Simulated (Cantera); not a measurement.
## Catalytic stagnation flow on Pt

A jet of 2.59 % H₂, 8.45 % O₂, 89.0 % N₂ at 300 K and 105 Torr hits a platinum plate 2.3 cm away at a mass flux of 0.12 kg/m²/s; the plate temperature is set and raised in steps from an oxygen-covered start.

Computed with Cantera and Deutschmann's 1995 Pt surface mechanism with GRI-Mech 3.0 gas chemistry. Catalytic surfaces can have several steady states; this one follows from the mechanism file's or the stated starting coverage.

```json
[
 {"plate T (K)": "600", "wall x H₂": "0.00261", "wall x O₂": "0.0595", "wall x H₂O": "0.0452", "wall x OH": "<1e-8", "θ free Pt": "0.0719", "θ O*": "0.919", "θ OH*": "0.00891"},
 {"plate T (K)": "650", "wall x H₂": "0.00260", "wall x O₂": "0.0596", "wall x H₂O": "0.0449", "wall x OH": "<1e-8", "θ free Pt": "0.0754", "θ O*": "0.919", "θ OH*": "0.00597"},
 {"plate T (K)": "700", "wall x H₂": "0.00255", "wall x O₂": "0.0596", "wall x H₂O": "0.0447", "wall x OH": "<1e-8", "θ free Pt": "0.0802", "θ O*": "0.916", "θ OH*": "0.00424"},
 {"plate T (K)": "750", "wall x H₂": "0.00235", "wall x O₂": "0.0595", "wall x H₂O": "0.0448", "wall x OH": "<1e-8", "θ free Pt": "0.0913", "θ O*": "0.905", "θ OH*": "0.00327"},
 {"plate T (K)": "800", "wall x H₂": "0.00192", "wall x O₂": "0.0591", "wall x H₂O": "0.0453", "wall x OH": "<1e-8", "θ free Pt": "0.117", "θ O*": "0.880", "θ OH*": "0.00276"}
]
```
x: mole fraction at the wall; θ: surface coverage.
